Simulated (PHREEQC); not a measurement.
Dissolve 0.77 mol HF and 0.017 mol NaF per kg of water at 70 °C. Closed to the air; pH follows from the charge balance.

The numbers come from PHREEQC with the ion-association model, phreeqc.dat.

Precipitation was switched off in this run.

Task: Predict the pH.

Result: pH 1.64.

Task: In which forms is F present?

Result: HF 90 %, HF2- 8.5 %, F- 1.4 % of the F.

At this temperature some constants are extrapolated from 25 °C, and those without enthalpy data are left unchanged.
